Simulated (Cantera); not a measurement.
A closed system holds: 1 mol TiCl₄, 3.4 mol H₂, 18 mol O₂, equilibrated at 17.3 Torr.

Method: chemical equilibrium by Gibbs-energy minimisation in Cantera with the NASA 1993 tables (ideal gas, pure condensed phases). Candidate condensed phases: H₂O, Ti, TiCl₂, TiCl₃, TiCl₄, TiO, TiO₂, Ti₂O₃, Ti₃O₅, Ti₄O₇; 23 gas species. Equilibrium is a limit: real reactors are often held back by kinetics, nucleation or transport.

x: gas mole fraction; n: condensed amount in mol.

| T (°C) | x O₂ | x HCl | x H₂O | x Cl | x Cl₂ | x OH | x O | n TiO₂(rutile) |
|---|---|---|---|---|---|---|---|---|
| 950 | 0.749 | 0.172 | 0.0711 | 0.00280 | 0.00503 | 1.21e-5 | 2.31e-7 | 1.00 |
| 1000 | 0.749 | 0.172 | 0.0707 | 0.00407 | 0.00404 | 2.26e-5 | 6.14e-7 | 1.00 |
| 1050 | 0.748 | 0.172 | 0.0706 | 0.00571 | 0.00326 | 4.04e-5 | 1.52e-6 | 1.00 |
| 1100 | 0.747 | 0.171 | 0.0710 | 0.00777 | 0.00263 | 6.95e-5 | 3.51e-6 | 1.00 |
| 1150 | 0.746 | 0.169 | 0.0716 | 0.0103 | 0.00212 | 0.000115 | 7.67e-6 | 1.00 |
| 1200 | 0.745 | 0.167 | 0.0726 | 0.0133 | 0.00171 | 0.000185 | 1.59e-5 | 1.00 |
| 1250 | 0.743 | 0.164 | 0.0739 | … | … | … | … | 1.00 |
| 1300 | 0.742 | 0.161 | 0.0754 | 0.0206 | 0.00111 | 0.000438 | 5.93e-5 | 1.00 |
| 1350 | 0.740 | 0.157 | 0.0771 | 0.0248 | 0.000897 | 0.000650 | 0.000108 | 1.000 |
| 1400 | 0.738 | 0.152 | 0.0790 | 0.0295 | 0.000722 | 0.000944 | 0.000189 | 1.000 |
| 1450 | 0.735 | 0.147 | 0.0811 | 0.0344 | 0.000580 | 0.00134 | 0.000321 | 1.000 |
| 1500 | 0.732 | 0.142 | 0.0832 | … | … | … | … | 1.000 |
| 1550 | 0.730 | 0.136 | 0.0853 | 0.0449 | 0.000375 | 0.00256 | 0.000850 | 1.000 |

Problem. Complete the blanks.

Solution. 
- 1500, x Cl: 0.0395
- 1500, x Cl₂: 0.000466
- 1500, x OH: 0.00187
- 1500, x O: 0.000530
- 1250, x Cl: 0.0167
- 1250, x Cl₂: 0.00138
- 1250, x OH: 0.000289
- 1250, x O: 3.14e-5
